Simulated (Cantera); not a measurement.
# Aluminium nitride and oxide growth: Al(CH3)3 + NH3 + N2

A closed system holds: 1 mol Al(CH3)3, 5 mol NH3, a varied amount of N2, held at 7.50 Torr.

Method: chemical equilibrium by Gibbs-energy minimisation in Cantera with the NASA 1993 tables (ideal gas, pure condensed phases). Candidate condensed phases: Al, AlN, C, C6H6, C7H8, C8H18; 97 gas species. The feed counts by its element totals alone. Kinetics and transport are ignored.

Stable condensed phases:

```
T in K \ n(N2) in mol
         1.4 2.5 4.3 7.4  13  22  39  68 120 210 360 620
   2173    A   A   A   A   A   A   A   A   A   A   A   A
   2098    A   A   A   A   A   A   A   A   A   A   A   A
   2023    A   A   A   A   A   A   A   A   A   A   A   A
   1948    B   B   B   B   B   B   B   B   A   A   A   A
   1873    B   B   B   B   B   B   B   B   B   B   B   A
   1798    B   B   B   B   B   B   B   B   B   B   B   B
   1723    B   B   B   B   B   B   B   B   B   B   B   B
   1648    B   B   B   B   B   B   B   B   B   B   B   B
   1573    B   B   B   B   B   B   B   B   B   B   B   B
   1498    B   B   B   B   B   B   B   B   B   B   B   B
   1423    B   B   B   B   B   B   B   B   B   B   B   B
```

A: C; B: AlN + C.
